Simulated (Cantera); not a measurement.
A Cantera script and its output.

```python
import numpy as np
import cantera as ct

gas = ct.Solution("gri30.yaml")
gas.TPX = 675, 88000, {'CH4': 1, 'CO': 1.1, 'O2': 3.15, 'N2': 37.8}
inlet = ct.Reservoir(gas, clone=True)
gas.equilibrate("HP")  # start burning
reactor = ct.IdealGasConstPressureReactor(gas, energy="on", clone=False)
exhaust = ct.Reservoir(gas, clone=True)
tau = [0.06, 0.022, 0.0079, 0.0029, 0.0011, 0.00038, 0.00014, 5.1e-05, 1.9e-05, 6.8e-06][0]
for a, b in ((inlet, reactor), (reactor, exhaust)):
    ct.MassFlowController(a, b, mdot=lambda t: reactor.mass / tau)
net = ct.ReactorNet([reactor])
show = ['CH4', 'CO', 'O2', 'HO2', 'O', 'NO']

rows = []
print(f"{'tau/s':>10s}{'T/K':>9s}" + "".join(f"{s:>11s}" for s in show))
for tau in [0.06, 0.022, 0.0079, 0.0029, 0.0011, 0.00038, 0.00014, 5.1e-05, 1.9e-05, 6.8e-06]:
    net.initial_time = 0.0
    net.advance(30 * tau)
    before = gas.X
    net.advance(40 * tau)
    drift = np.max(np.abs(gas.X - before) / (gas.X + 1e-9))
    rows.append([gas.T, *gas[show].X, drift])
    print(f"{tau:10.3e}{gas.T:9.1f}" + "".join(f"{x:11.3e}" for x in gas[show].X))
```

Result:

```
     tau/s      T/K        CH4         CO         O2        HO2          O         NO
 6.000e-02   1418.9  2.783e-05  1.376e-03  1.484e-02  2.991e-06  1.483e-04  3.606e-06
 2.200e-02   1404.7  5.361e-05  2.604e-03  1.555e-02  4.242e-06  2.622e-04  4.099e-06
 7.900e-03   1378.0  1.129e-04  5.010e-03  1.699e-02  5.953e-06  4.284e-04  4.041e-06
 2.900e-03   1324.7  3.038e-04  1.027e-02  2.025e-02  9.316e-06  5.446e-04  2.537e-06
 1.100e-03    675.0  2.323e-02  2.555e-02  7.317e-02  8.507e-15  2.045e-15 -8.967e-21
 3.800e-04    675.0  2.323e-02  2.555e-02  7.317e-02  2.577e-15  1.787e-15  2.437e-24
 1.400e-04    675.0  2.323e-02  2.555e-02  7.317e-02  7.229e-16  1.344e-15 -1.229e-27
 5.100e-05    675.0  2.323e-02  2.555e-02  7.317e-02  1.721e-16  8.010e-16 -1.396e-29
 1.900e-05    675.0  2.323e-02  2.555e-02  7.317e-02  3.578e-17  3.843e-16 -2.620e-33
 6.800e-06    675.0  2.323e-02  2.555e-02  7.317e-02  8.947e-18  1.549e-16 -4.922e-37
```

Cantera simulation using GRI-Mech 3.0 (53 species, 325 reactions); the numbers are that mechanism's predictions, not measurements.
